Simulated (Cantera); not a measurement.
Standard-state values (1 bar) from the NASA 1993 polynomials, evaluated with Cantera. Values are per mole of reaction as written; species without (g) are pure solids or liquids, kept so even where they would boil at 1 bar.

PbS(g) + 2 SF₆(g) ⇌ 3 SF₄(g) + Pb

| T (K) | ΔH° (kJ) | ΔS° (J/K) | ΔG° (kJ) | log10 K | condensed phases |
|---|---|---|---|---|---|
| 300 | ___ | ___ | ___ | ___ | Pb(s) |
| 1600 | ___ | ___ | ___ | ___ | Pb(l) |
| 1625 | 35.3 | 157.4 | -220.5 | 7.09 | Pb(l) |
| 1650 | 35.3 | 157.4 | -224.4 | 7.10 | Pb(l) |
| 1675 | 35.3 | 157.4 | -228.3 | 7.12 | Pb(l) |
| 1700 | ___ | ___ | ___ | ___ | Pb(l) |
| 1725 | 35.3 | 157.4 | -236.2 | 7.15 | Pb(l) |
| 1750 | 35.3 | 157.4 | -240.1 | 7.17 | Pb(l) |
| 1775 | 35.3 | 157.4 | -244.1 | 7.18 | Pb(l) |
| 1800 | ___ | ___ | ___ | ___ | Pb(l) |

Question: Fill in the missing entries.

Answer: 
- 300, ΔH° (kJ): 19.7
- 300, ΔS° (J/K): 129.4
- 300, ΔG° (kJ): -19.1
- 300, log10 K: 3.33
- 1600, ΔH° (kJ): 35.2
- 1600, ΔS° (J/K): 157.4
- 1600, ΔG° (kJ): -216.5
- 1600, log10 K: 7.07
- 1700, ΔH° (kJ): 35.3
- 1700, ΔS° (J/K): 157.4
- 1700, ΔG° (kJ): -232.3
- 1700, log10 K: 7.14
- 1800, ΔH° (kJ): 35.4
- 1800, ΔS° (J/K): 157.4
- 1800, ΔG° (kJ): -248.0
- 1800, log10 K: 7.20
